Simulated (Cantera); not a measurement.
An isothermal, constant-pressure homogeneous reactor starts with C2H6 : H2 = 1 : 2 (molar parts), at 1500 K and 0.286 atm. Integrator tolerance rtol = 1e-08.

Model: GRI-Mech 3.0 (53 species, 325 reactions), integrated in Cantera. GRI-Mech 3.0 stops at C3 and has no aromatics, soot or wall deposition, so with more carbon than oxygen in the feed, carbon stays in small species such as C2H2 where larger ones or solid carbon would form.

Q: What does this change do: pressure from 0.286 atm to 0.0263 atm?

A: 
```json
[
 {"quantity": "x(C2H6) at 9.00 s", "before": "2.01e-5 (gas-phase equilibrium 1.98e-5)", "after": "9.87e-6 (gas-phase equilibrium 2.15e-7)"},
 {"quantity": "x(H2) at 9.00 s", "before": "0.750 (gas-phase equilibrium 0.751)", "after": "0.738 (gas-phase equilibrium 0.795)"},
 {"quantity": "x(C2H2) at 9.00 s", "before": "0.171 (gas-phase equilibrium 0.172)", "after": "0.173 (gas-phase equilibrium 0.197)"},
 {"quantity": "x(H) at 9.00 s", "before": "2.83e-5 (gas-phase equilibrium 2.85e-5)", "after": "6.47e-5 (gas-phase equilibrium 9.68e-5)"},
 {"quantity": "x(CH2) at 9.00 s", "before": "1.62e-9 (gas-phase equilibrium 1.60e-9)", "after": "1.05e-8 (gas-phase equilibrium 1.76e-9)"},
 {"quantity": "x(C2H) at 9.00 s", "before": "1.22e-8 (gas-phase equilibrium 1.23e-8)", "after": "2.85e-8 (gas-phase equilibrium 4.51e-8)"},
 {"quantity": "x(CH3) at 9.00 s", "before": "5.18e-5 (gas-phase equilibrium 5.09e-5)", "after": "0.000156 (gas-phase equilibrium 1.75e-5)"}
]
```
Radical loss at walls, strong at low pressure, is not modelled.
